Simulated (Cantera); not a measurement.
Input (Python, Cantera) and output of one run.

```python
import numpy as np
import cantera as ct

gas_names = [...]  # 109 gases of nasa_gas.yaml made of C, Cl, H, Si
cond_names = """
    C(gr) C6H6(L) C7H8(L) C8H18(L),n-octa Si(cr) Si(L) SiC(b)
""".split()


# ... load() reads the species with a 1 bar reference pressure and builds the phases ...
atoms = {
    'Si(CH3)4': {'Si': 1, 'C': 4, 'H': 12},
    'HCl': {'H': 1, 'CL': 1},
    'H2': {'H': 2},
}
top_T = {'C(gr)': 4500, 'SiC(b)': 3050}  # K; cautious upper limits of use, not melting points


# ... equilibrate(T, P, feed) seeds the gas with the atoms and calls Mixture.equilibrate('TP', solver="vcs", rtol=1e-11, max_steps=5000) ...
results = []
feed = {'Si(CH3)4': 1, 'HCl': 0.024, 'H2': 28}  # mol
P = 2800  # Pa
for T in [1123, 1223, 1323, 1423, 1523, 1623, 1723, 1823, 1923, 2023, 2123]:
    mix = equilibrate(T, P, feed)
    results.append((T, P, feed, dict(zip(mix.species_names, mix.species_moles))))
    x = sorted(zip(gas.X, gas.species_names), reverse=True)
    print(f"T = {T:g} K  P = {P:g} Pa  gas = {mix.phase_moles(0):.4g} mol")
    print("   x: " + "  ".join(f"{s} {v:.3e}" for v, s in x if v > 1e-05))
    print("   condensed (mol): " + ("  ".join(f"{mix.phase(i).name} {mix.phase_moles(i):.4g}"
          for i in range(1, mix.n_phases) if mix.phase_moles(i) > 1e-12) or "none"))
```

Result:

```
T = 1123 K  P = 2800 Pa  gas = 34 mol
   x: H2 9.985e-01  CH4 8.193e-04  HCL 7.060e-04
   condensed (mol): C(gr) 2.972  SiC(b) 1
T = 1223 K  P = 2800 Pa  gas = 34.01 mol
   x: H2 9.989e-01  HCL 7.056e-04  CH4 3.722e-04
   condensed (mol): C(gr) 2.987  SiC(b) 1
T = 1323 K  P = 2800 Pa  gas = 34.02 mol
   x: H2 9.991e-01  HCL 7.055e-04  CH4 1.900e-04
   condensed (mol): C(gr) 2.993  SiC(b) 1
T = 1423 K  P = 2800 Pa  gas = 34.02 mol
   x: H2 9.991e-01  HCL 7.054e-04  CH4 1.065e-04  H 3.968e-05
   condensed (mol): C(gr) 2.996  SiC(b) 1
T = 1523 K  P = 2800 Pa  gas = 34.02 mol
   x: H2 9.991e-01  HCL 7.053e-04  H 1.381e-04  CH4 6.436e-05  C2H2,acetylene 1.180e-05
   condensed (mol): C(gr) 2.997  SiC(b) 1
T = 1623 K  P = 2800 Pa  gas = 34.03 mol
   x: H2 9.988e-01  HCL 7.050e-04  H 4.128e-04  CH4 4.142e-05  C2H2,acetylene 3.481e-05
   condensed (mol): C(gr) 2.996  SiC(b) 1
T = 1723 K  P = 2800 Pa  gas = 34.04 mol
   x: H2 9.981e-01  H 1.089e-03  HCL 7.044e-04  C2H2,acetylene 9.033e-05  CH4 2.806e-05
   condensed (mol): C(gr) 2.993  SiC(b) 1
T = 1823 K  P = 2800 Pa  gas = 34.07 mol
   x: H2 9.965e-01  H 2.585e-03  HCL 7.030e-04  C2H2,acetylene 2.106e-04  CH4 1.984e-05
   condensed (mol): C(gr) 2.985  SiC(b) 0.9998
T = 1923 K  P = 2800 Pa  gas = 34.12 mol
   x: H2 9.932e-01  H 5.611e-03  HCL 7.002e-04  C2H2,acetylene 4.483e-04  Si 2.470e-05  CH4 1.451e-05
   condensed (mol): C(gr) 2.97  SiC(b) 0.9989
T = 2023 K  P = 2800 Pa  gas = 34.22 mol
   x: H2 9.870e-01  H 1.128e-02  C2H2,acetylene 8.817e-04  HCL 6.949e-04  Si 1.212e-04  SiH 1.296e-05  CH4 1.090e-05
   condensed (mol): C(gr) 2.944  SiC(b) 0.9947
T = 2123 K  P = 2800 Pa  gas = 34.41 mol
   x: H2 9.759e-01  H 2.118e-02  C2H2,acetylene 1.616e-03  HCL 6.854e-04  Si 5.108e-04  SiH 4.364e-05  SiC2 3.622e-05  Si2C 2.278e-05  SiH2 1.684e-05  CL 1.092e-05
   condensed (mol): C(gr) 2.907  SiC(b) 0.9774
```

These are equilibrium values from Cantera (NASA tables, ideal gas, pure condensed phases), not measurements of a reactor. Gases not in the tables: Si2H6 and higher silanes.
